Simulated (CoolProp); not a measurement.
R11 at 293.15 K and 0.0339 MPa flows at 0.44 m/s in a round tube of 4.6 mm bore and 1.5 µm roughness, fully developed (64/Re and Nu = 3.66 if laminar; Colebrook and Gnielinski if turbulent). Each further row changes one setting.

Computed with CoolProp (reference Helmholtz-energy equation of state, Jacobsen 1992).

```csv
case,Reynolds number,Darcy friction factor,pressure drop (Pa/m),heat-transfer coefficient (W/(m² K)),mass flow (kg/h)
as stated,[?],0.164,6.69,6.54,[?]
velocity 0.88 m/s,779,0.0822,[?],6.54,0.102
diameter 9.2 mm,779,0.0822,[?],3.27,0.204
```

Q: What belongs in the gaps?

A: 
- as stated, Reynolds number: 389
- as stated, mass flow (kg/h): 0.0509
- velocity 0.88 m/s, pressure drop (Pa/m): 13.4
- diameter 9.2 mm, pressure drop (Pa/m): 1.67

Viscosity comes from a separate model (Klein 1997), an estimate that may be off by 10 % or more. Thermal conductivity comes from a separate model (McLinden 2000), an estimate that may be off by 10 % or more.
